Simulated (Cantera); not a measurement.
Charge: 1 mol AlN, 6 mol N2, at 19.0 mbar.

Method: chemical equilibrium by Gibbs-energy minimisation in Cantera with the NASA 1993 tables (ideal gas, pure condensed phases). Candidate condensed phases: Al, AlN; 5 gas species. The numbers say what is thermodynamically allowed, not how fast it happens.

Q: What share of the Al ends up in condensed phases as a function of T (K), at 1548, 1748, 1948, 2148, 2348, 2548, 2748?

A: 
```
T (K)  Al condensed (%)      as
-----  ----------------  ------
1548              100.0  AlN(s)
1748              100.0  AlN(s)
1948               98.3  AlN(s)
2148               18.2  AlN(s)
2348                0.0       -
2548                0.0       -
2748                0.0       -
```
